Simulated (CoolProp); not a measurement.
R1234yf at several states: Z from the reference equation and from simpler models built on Tc = 367.8 K, pc = 33.84 bar, ω = 0.276; each cubic takes its own stable root.

Computed with CoolProp (reference Helmholtz-energy equation of state, Lemmon 2022).

```json
[
 {"T (K)": "310.1", "p (bar)": "29.3", "phase": "liquid", "reference": "0.1218"},
 {"T (K)": "138.4", "p (bar)": "59.2", "phase": "liquid", "reference": "0.3809"},
 {"T (K)": "219.1", "p (bar)": "0.308", "phase": "liquid", "reference": "0.001450"},
 {"T (K)": "168", "p (bar)": "0.102", "phase": "liquid", "reference": "0.0005707"},
 {"T (K)": "137.2", "p (bar)": "47.7", "phase": "liquid", "reference": "0.3092"},
 {"T (K)": "180.5", "p (bar)": "0.206", "phase": "liquid", "reference": "0.001096"}
]
```

**Question.** How far does each simpler model (van der Waals, Redlich-Kwong, Soave-Redlich-Kwong) lie from the reference over these 6 states: mean and median of the absolute difference, and the worst?

**Answer.** 
- van der Waals: mean 55492.1 %, median 34158.9 %, worst +174194.7 % at 168 K and 0.102 bar
- Redlich-Kwong: mean 11342.3 %, median 16.8 %, worst +67969.0 % at 219.1 K and 0.308 bar
- Soave-Redlich-Kwong: mean 14.0 %, median 14.0 %, worst +15.6 % at 137.2 K and 47.7 bar

At some of these states van der Waals, Redlich-Kwong gives the other phase, because its saturation line lies elsewhere.
